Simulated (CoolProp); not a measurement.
Values from CoolProp's reference Helmholtz-energy equation of state, Zhou 2012.

**Question.** For m-xylene, give the phase and the cv (kJ/(kg K)), expansivity (1/kK) at 286.8 K and 1.01 bar; 313.5 K and 1.01 bar.

**Answer.** 
- 286.8 K and 1.01 bar: liquid; cv 1.28, expansivity 0.979
- 313.5 K and 1.01 bar: liquid; cv 1.36, expansivity 1.03
